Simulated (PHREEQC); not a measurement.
Consider water at 20 °C with 1.7 mmol/kgw HCl and 0.1 mmol/kgw FeSO4. Closed to the air; pH follows from the charge balance.

Computed with PHREEQC (ion-association model, wateq4f.dat).

| quantity | before | after |
|---|---|---|
| pH | 2.79 | 3.48 |
| SO4-2 (mol/kgw) | 8.83e-5 | 9.63e-5 |
| HSO4- (mol/kgw) | 1.07e-5 | 2.52e-6 |
| FeSO4 (mol/kgw) | 9.55e-7 | 1.21e-6 |
| FeOH+ (mol/kgw) | 1.15e-11 | 5.96e-11 |
| SI of Melanterite (FeSO4:7H2O) | -5.96 | -5.85 |

Task: Name the change that produced these shifts.
A) temperature from 20 to 90 °C
B) 0.0025 mol/kgw FeCl2 added
C) 5.9e-05 mol/kgw HI added
D) HCl left out
E) HCl from 0.0017 to 0.00034 mol/kgw

Result: E, HCl from 0.0017 to 0.00034 mol/kgw

This is a speciation only: nothing precipitates in the calculation.
